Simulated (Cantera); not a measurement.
## V₂O₅ + H₂ + H₂O (hydrogen reduction and annealing atmospheres)

Charge: 1 mol V₂O₅, a varied amount of H₂, 1.2 mol H₂O, held at 1.40 mbar.

Equilibrium computed with Cantera from the NASA thermochemical tables; the gas is ideal and each condensed phase is pure. Candidate condensed phases: H₂O, V, VO, V₂O₃, V₂O₄, V₂O₅; 12 gas species. Mutual solubility and eutectic melting of coexisting phases are not modelled. VO: taken at fixed stoichiometry. Condensed phases not in the tables: the oxides between V₂O₃ and V₂O₅ other than VO₂. Rates play no part.

Stable condensed phases:

```
T in °C \ n(H₂) in mol
          160  410  650  900 1100 1400 1600 1900 2100 2400 2600
   1852     A    A    A    A    A    A    A    A    A    A    A
   1752     B    A    A    A    A    A    A    A    A    A    A
   1652     C    B    B    B    B    B    B    B    B    B    B
   1552     D    B    B    B    B    B    B    B    B    B    B
   1452     D    B    B    B    B    B    B    B    B    B    B
   1352     D    D    B    B    B    B    B    B    B    B    B
   1252     D    D    D    C    B    B    B    B    B    B    B
   1152     D    D    D    D    D    C    C    B    B    B    B
   1052     D    D    D    D    D    D    D    D    D    D    D
    952     D    D    D    D    D    D    D    D    D    D    D
    852     D    D    D    D    D    D    D    D    D    D    D
```

A: gas only; B: VO; C: VO + V₂O₃; D: V₂O₃.
